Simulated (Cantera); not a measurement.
Mixture: 3.23 % C3H8, 16.1 % O2, 80.6 % N2, at 0.602 atm, adiabatic and at constant volume. Ignition delay is the time to a rise of 400 K.

Model: GRI-Mech 3.0 (53 species, 325 reactions), integrated in Cantera. GRI-Mech 3.0 was tuned for natural gas; its chemistry of propane as a main component is partial and can be far from experiment.

Question: Predict: delay at 1448 K; delay at 1523 K; delay at 1598 K; delay at 1673 K; delay at 1748 K; apparent activation energy between 1598 and 1748 K.

Answer: 
```
Quantity                                                Result
--------------------------------------------------  ----------
delay at 1448 K                                       0.190 ms
delay at 1523 K                                        93.3 µs
delay at 1598 K                                        53.1 µs
delay at 1673 K                                        33.8 µs
delay at 1748 K                                        23.4 µs
apparent activation energy between 1598 and 1748 K  130 kJ/mol
```
